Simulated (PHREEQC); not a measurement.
A solution holds 3 mmol/kgw H2SO4 and 11 mmol/kgw CuSO4, at 25 °C. Closed to the air; pH follows from the charge balance.

The numbers come from PHREEQC with the ion-association model, wateq4f.dat.

| quantity | before | after |
|---|---|---|
| pH | 2.44 | 2.34 |
| SO4-2 (mol/kgw) | 0.00866 | 0.00292 |
| HSO4- (mol/kgw) | 0.00184 | 0.000956 |

Which change was made?
A. CuSO4 from 0.011 to 0.0011 mol/kgw
B. CuSO4 replaced by Fe2(SO4)3 at the same molality
C. H2SO4 left out
D. H2SO4 from 0.003 to 0.0015 mol/kgw
E. CuSO4 replaced by MnSO4 at the same molality

A, CuSO4 from 0.011 to 0.0011 mol/kgw

Precipitation was switched off in this run.
